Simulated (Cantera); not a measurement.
## Premixed flame

A freely propagating, adiabatic, planar premixed flame of 29.5 % H2, 12.3 % O2, 57.7 % N2, 0.501 % H2O, equivalence ratio 1.2, unburnt at 375 K and 270000 Pa; mixture-averaged transport, grid criteria slope 0.08 and curve 0.16, no radiation.

Model: the H2/O2 subset of GRI-Mech 3.0, which has no nitrogen chemistry, integrated in Cantera. The hydrogen kinetics of GRI-Mech 3.0 are dated; newer H2 mechanisms differ, most at raised pressure. Burning velocities carry a grid error of a few per cent, more on coarse grids.

| z (mm) | T (K) | u (m/s) | x H2 | x O2 | x OH | x H2O2 | x H | x O |
|---|---|---|---|---|---|---|---|---|
| -0.325 | 375 | 2.86 | 0.295 | 0.123 | <1e-8 | <1e-8 | <1e-8 | <1e-8 |
| -0.216 | 375 | 2.86 | 0.295 | 0.123 | <1e-8 | <1e-8 | <1e-8 | <1e-8 |
| -0.162 | 375 | 2.86 | 0.294 | 0.123 | <1e-8 | <1e-8 | <1e-8 | <1e-8 |
| -0.108 | 376 | 2.86 | 0.293 | 0.123 | <1e-8 | 1.51e-7 | <1e-8 | 3.22e-8 |
| -0.0541 | 419 | 3.12 | 0.276 | 0.125 | 1.19e-5 | 2.23e-5 | 2.52e-6 | 2.48e-6 |
| -0.0270 | 709 | 5.09 | 0.233 | 0.119 | 0.000867 | 0.000113 | 0.00152 | 0.000146 |
| 0 | 1153 | 8.06 | 0.167 | 0.0904 | 0.00183 | 3.43e-5 | 0.0126 | 0.00163 |
| 0.0270 | 1468 | 10.2 | 0.105 | 0.0495 | 0.00446 | 5.50e-6 | 0.0269 | 0.00408 |
| 0.0541 | 1643 | 11.3 | 0.0719 | 0.0241 | 0.00700 | 2.98e-6 | 0.0326 | 0.00467 |
| 0.108 | 1809 | 12.4 | 0.0564 | 0.00974 | 0.00905 | 1.59e-6 | 0.0293 | 0.00393 |
| 0.216 | 1949 | 13.2 | 0.0542 | 0.00557 | 0.00892 | 8.20e-7 | 0.0205 | 0.00254 |
| 0.433 | 2062 | 13.9 | 0.0525 | 0.00313 | 0.00743 | 4.46e-7 | 0.0130 | 0.00134 |
| 0.865 | 2140 | 14.3 | 0.0509 | 0.00148 | 0.00541 | 2.48e-7 | 0.00782 | 0.000592 |
x: mole fraction of selected species; z is measured from the peak of heat release.

```
Property                    Result
------------------------  --------
laminar burning velocity  286 cm/s
thermal thickness         0.108 mm
peak x(OH)                 0.00924
peak x(H2O2)              0.000113
peak x(H)                   0.0329
peak x(O)                  0.00468
```
